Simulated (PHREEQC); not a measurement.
0.032 g of hydrous ferric oxide (600 m²/g; 0.2 weak and 0.005 strong sites per Fe, Dzombak-Morel constants, diffuse double layer) in 1 kg of water with 0.001 mol/kgw of an inert sodium salt and 2.6e-07 mol/kgw NaF, at 25 °C; the pH is set by adding NaOH or the inert anion's acid. O2 is buffered at 0.21 atm. The system is closed to CO2. No solid was allowed to form.

The numbers come from PHREEQC with the ion-association model, wateq4f.dat.

```json
[
 {"pH": "3", "F sorbed (%)": "88.2", "surface charge σ (C/m²)": "0.251", "surface potential ψ (mV)": "234"},
 {"pH": "3.38", "F sorbed (%)": "90.8", "surface charge σ (C/m²)": "0.190", "surface potential ψ (mV)": "228"},
 {"pH": "3.75", "F sorbed (%)": "90.0", "surface charge σ (C/m²)": "0.142", "surface potential ψ (mV)": "218"},
 {"pH": "4.12", "F sorbed (%)": "86.4", "surface charge σ (C/m²)": "0.106", "surface potential ψ (mV)": "206"},
 {"pH": "4.5", "F sorbed (%)": "79.3", "surface charge σ (C/m²)": "0.078", "surface potential ψ (mV)": "191"},
 {"pH": "4.88", "F sorbed (%)": "67.6", "surface charge σ (C/m²)": "(withheld)", "surface potential ψ (mV)": "174"},
 {"pH": "5.25", "F sorbed (%)": "51.8", "surface charge σ (C/m²)": "0.040", "surface potential ψ (mV)": "(withheld)"},
 {"pH": "5.62", "F sorbed (%)": "34.6", "surface charge σ (C/m²)": "(withheld)", "surface potential ψ (mV)": "(withheld)"},
 {"pH": "6", "F sorbed (%)": "(withheld)", "surface charge σ (C/m²)": "0.019", "surface potential ψ (mV)": "119"},
 {"pH": "6.38", "F sorbed (%)": "9.8", "surface charge σ (C/m²)": "0.012", "surface potential ψ (mV)": "99"},
 {"pH": "6.75", "F sorbed (%)": "4.7", "surface charge σ (C/m²)": "0.008", "surface potential ψ (mV)": "78"},
 {"pH": "7.12", "F sorbed (%)": "2.1", "surface charge σ (C/m²)": "0.005", "surface potential ψ (mV)": "57"},
 {"pH": "7.5", "F sorbed (%)": "0.9", "surface charge σ (C/m²)": "0.003", "surface potential ψ (mV)": "35"},
 {"pH": "7.88", "F sorbed (%)": "0.4", "surface charge σ (C/m²)": "0.001", "surface potential ψ (mV)": "13"},
 {"pH": "8.25", "F sorbed (%)": "0.2", "surface charge σ (C/m²)": "-0.001", "surface potential ψ (mV)": "-8"},
 {"pH": "8.62", "F sorbed (%)": "0.1", "surface charge σ (C/m²)": "-0.002", "surface potential ψ (mV)": "-29"},
 {"pH": "9", "F sorbed (%)": "0.0", "surface charge σ (C/m²)": "-0.004", "surface potential ψ (mV)": "-51"}
]
```

Some entries are withheld; supply them.


- 4.88, surface charge σ (C/m²): 0.056
- 5.25, surface potential ψ (mV): 157
- 5.62, surface charge σ (C/m²): 0.028
- 5.62, surface potential ψ (mV): 139
- 6, F sorbed (%): 19.6

Complexes and solids missing from the database can't appear. The oxide is taken as insoluble; below pH 4 it would dissolve.
